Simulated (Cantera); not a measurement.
A freely propagating, adiabatic, planar premixed flame of CH4 : O2 : N2 = 1 : 2 : 9.6 (molar parts), equivalence ratio 1.0, unburnt at 700 K and 3.65 atm; mixture-averaged transport, grid criteria slope 0.08 and curve 0.16, no radiation.

Computed with Cantera and GRI-Mech 3.0 (53 species, 325 reactions). Burning velocities carry a grid error of a few per cent, more on coarse grids.

Q: How do the results move with these cheaper or finer settings: unity-Lewis-number transport; multicomponent transport; multicomponent+Soret transport; grid criteria slope 0.5, curve 1; grid criteria slope 0.25, curve 0.5; grid criteria slope 0.03, curve 0.06?

A: 
```tsv
setting	laminar burning velocity	thermal thickness	peak x(H)	peak x(C2H4)	grid points
as above	75.4 cm/s	0.153 mm	0.00332	0.000659	136
unity-Lewis-number transport	58.4 cm/s	0.168 mm	0.00407	0.000493	136
multicomponent transport	75.8 cm/s	0.155 mm	0.00335	0.000673	136
multicomponent+Soret transport	74.8 cm/s	0.156 mm	0.00331	0.000659	136
grid criteria slope 0.5, curve 1	86.4 cm/s	0.168 mm	0.00351	0.000676	34
grid criteria slope 0.25, curve 0.5	78.4 cm/s	0.158 mm	0.00340	0.000663	56
grid criteria slope 0.03, curve 0.06	73.8 cm/s	0.152 mm	0.00328	0.000662	311
```
The base run took roughly 13 core-seconds.
Unity Lewis numbers drop preferential diffusion, which matters most where H2 and H carry the flame; Soret adds thermal diffusion.
